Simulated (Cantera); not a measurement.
A perfectly stirred reactor is fed with 24.2 % H₂, 75.8 % O₂, at 0.0150 bar; it is held at 925 K, and followed from long to short residence time.

Cantera simulation using GRI-Mech 3.0 (53 species, 325 reactions); the numbers are that mechanism's predictions, not measurements. Radical loss at walls, strong at low pressure, is not modelled. Below about 950 K walls govern HO2 and H2O2 in real vessels. The temperature is held fixed by assumption; the heat of reaction is taken as removed at once.

One state of this run: x H₂ = 0.0177; x O₂ = 0.720; x OH = 0.00179; x H₂O₂ = 7.60e-7; x H₂O = 0.250. x: mole fraction; the columns are a selection and need not sum to one.

Task: Which value of τ (s) does it belong to?
A) 0.037
B) 0.37
C) 0.15
D) 0.059

Result: A, 0.037
